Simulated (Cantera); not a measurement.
Input: 1 mol SiC, 0.035 mol C, 1.2 mol N₂, at 7.50 Torr.

Cantera equilibrium calculation (NASA polynomials, part measured and part estimated; ideal gas, pure solids and liquids). Candidate condensed phases: C, Si, SiC, Si₃N₄; 20 gas species. Kinetics and transport are ignored. All values below are at 1277 °C.

Base state: N₂ 1.00 (mole fractions); condensed: C(graphite) + SiC(s).

Task: What changes in the equilibrium state with this change: pressure from 7.50 Torr to 158 Torr?

Result: 
```json
[
 {"species": "N₂", "before": "1.00", "after": "1.00"},
 {"species": "C(graphite), mol", "before": "0.0350", "after": "1.03"},
 {"species": "SiC(s), mol", "before": "1.00", "after": "0"},
 {"species": "Si₃N₄(s), mol", "before": "0", "after": "0.333"}
]
```
